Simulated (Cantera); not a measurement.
A closed system holds: 1 mol SiO2, 0.35 mol C, 0.39 mol CO, equilibrated at 720000 Pa.

These are equilibrium values from Cantera (NASA tables, ideal gas, pure condensed phases), not measurements of a reactor. Candidate condensed phases: C, Si, SiC, SiO2; 20 gas species. Mutual solubility and eutectic melting of coexisting phases are not modelled. The tables hold silica as quartz up to 1696 K and as liquid above; real silica turns to tridymite and cristobalite and melts near 1996 K. Rates play no part.

What share of the Si ends up in condensed phases as a function of T (°C), at 1050, 1200, 1350, 1500, 1650, 1800, 1950, 2100, 2250?


| T (°C) | Si condensed (%) | as |
|---|---|---|
| 1050 | 100.0 | SiO2(β-quartz) |
| 1200 | 100.0 | SiO2(β-quartz) |
| 1350 | 100.0 | SiO2(β-quartz) |
| 1500 | 100.0 | SiO2(condensed) |
| 1650 | 99.9 | SiO2(condensed) |
| 1800 | 98.1 | SiC(s) + SiO2(l) |
| 1950 | 84.7 | SiC(s) + SiO2(l) |
| 2100 | 65.0 | SiO2(l) |
| 2250 | 64.8 | SiO2(l) |
